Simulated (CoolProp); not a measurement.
The fluid at 438.48 K and 0.43 MPa is compressed adiabatically to 2.38 MPa with isentropic efficiency 0.9. The same conditions are run with several fluids, on thermodynamics alone (safety and materials aside).

Computed with CoolProp (reference Helmholtz-energy equation of state of each fluid (dimethyl carbonate: Zhou 2011; R1336mzz(Z): McLinden 2020; n-hexane: Thol 2019)).

**Question.** Rank dimethyl carbonate, R1336mzz(Z), n-hexane by work (kJ/kg), highest first.

**Answer.** dimethyl carbonate (68.7), n-hexane (65.8), R1336mzz(Z) (38.7)

```tsv
fluid	final temperature (K)	final phase	final density (kg/m³)
dimethyl carbonate	507.7	two-phase, vapour fraction 0.979	73.6
R1336mzz(Z)	490.9	gas	124
n-hexane	494.3	gas	90.2
```
